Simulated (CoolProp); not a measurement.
A single-stage vapour-compression cycle with isobutane: evaporating at 218.15 K (dew point), condensing at 252.15 K (bubble point), superheat 2 K, subcooling 2 K, compressor efficiency 0.75, no pressure losses. Each further row changes one setting.

Values from CoolProp's reference Helmholtz-energy equation of state, Bücker 2006.

| case | cooling COP | pressure ratio | discharge temperature (K) | refrigerating effect (kJ/kg) | volumetric capacity (kJ/m³) |
|---|---|---|---|---|---|
| as stated | 4.34 | 5.52 | 275.5 | 336 | 135 |
| evaporating temperature 223.15 K | 5.30 | 4.14 | 271.4 | 342 | 181 |
| condensing temperature 247.15 K | 5.19 | 4.44 | 268.4 | 347 | 140 |
| subcooling 7 K | 4.48 | 5.52 | 275.5 | 347 | 140 |
| superheat 12 K | 4.32 | 5.52 | 286.0 | 350 | 135 |
| compressor efficiency 0.65 | 3.76 | 5.52 | 282.9 | 336 | 135 |
